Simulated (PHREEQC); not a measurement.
**Metal-bearing waste water (model solution)**

Dissolve 0.0043 mol/kgw FeSO4, 1.2e-05 mol/kgw H3AsO4, 0.23 mol/kgw HCl and 0.00026 mol/kgw Na2SO4 at 25 °C. Closed to the air; pH follows from the charge balance.

Computed with PHREEQC (ion-association model, wateq4f.dat).

No solid was allowed to form.

Task: Estimate the pH.

Result: pH 0.75.

Task: In which forms is Fe present?

Result: Fe+2 90 %, FeCl+ 8.5 %, FeHSO4+ 1.3 %, FeSO4 0.7 % of the Fe.

Complexes and solids missing from the database can't appear.
